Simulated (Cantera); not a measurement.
# Abatement and gas-phase synthesis: PH3 + O2 + H2O

Input: 1 mol PH3, 3 mol O2, 7.4 mol H2O, held at 1.30 bar.

These are equilibrium values from Cantera (NASA tables, ideal gas, pure condensed phases), not measurements of a reactor. Candidate condensed phases: H2O, P, P4O10; 17 gas species. Gases not in the tables: HPO2, HPO3 and P4O6. Rates play no part.

From 1300 K to 3250 K nothing is condensed.

| T (K) | x H2O | x OH | x O2 | x H2 | x H | x PO2 | x O | x P4O10 | x PO |
|---|---|---|---|---|---|---|---|---|---|
| 1300 | 0.877 | 2.41e-5 | 0.0985 | 2.13e-7 | 4.47e-10 | 4.18e-7 | 4.87e-8 | 0.0246 | <1e-12 |
| 1450 | 0.877 | 0.000114 | 0.0985 | 2.32e-6 | 1.26e-8 | 1.93e-5 | 5.53e-7 | 0.0246 | 1.70e-11 |
| 1600 | 0.876 | 0.000406 | 0.0985 | 1.62e-5 | 1.92e-7 | 0.000428 | 3.99e-6 | 0.0245 | 3.42e-9 |
| 1750 | 0.871 | 0.00116 | 0.0990 | 8.10e-5 | 1.84e-6 | 0.00541 | 2.06e-5 | 0.0231 | 2.68e-7 |
| 1900 | 0.839 | 0.00278 | 0.104 | 0.000298 | 1.20e-5 | 0.0398 | 8.43e-5 | 0.0137 | 8.95e-6 |
| 2050 | 0.793 | 0.00584 | 0.111 | 0.000873 | 5.88e-5 | 0.0885 | 0.000284 | 0.000251 | 7.16e-5 |
| 2200 | 0.786 | 0.0111 | 0.110 | 0.00237 | 0.000241 | 0.0890 | 0.000786 | 4.99e-7 | 0.000224 |
| 2350 | 0.775 | 0.0194 | 0.109 | 0.00566 | 0.000823 | 0.0882 | 0.00191 | 2.13e-9 | 0.000600 |
| 2500 | 0.755 | 0.0315 | 0.107 | 0.0120 | 0.00242 | 0.0866 | 0.00416 | 1.72e-11 | 0.00141 |
| 2650 | 0.721 | 0.0478 | 0.107 | 0.0229 | 0.00622 | 0.0837 | 0.00834 | <1e-12 | 0.00295 |
| 2800 | 0.671 | 0.0683 | 0.107 | 0.0393 | 0.0142 | 0.0790 | 0.0156 | <1e-12 | 0.00554 |
| 2950 | 0.602 | 0.0923 | 0.107 | 0.0609 | 0.0292 | 0.0719 | 0.0273 | <1e-12 | 0.00933 |
| 3100 | 0.513 | 0.117 | 0.107 | 0.0853 | 0.0544 | 0.0627 | 0.0454 | <1e-12 | 0.0142 |
| 3250 | 0.411 | 0.140 | 0.106 | 0.108 | 0.0926 | 0.0518 | 0.0713 | <1e-12 | 0.0196 |
x: gas mole fraction; nothing condenses.
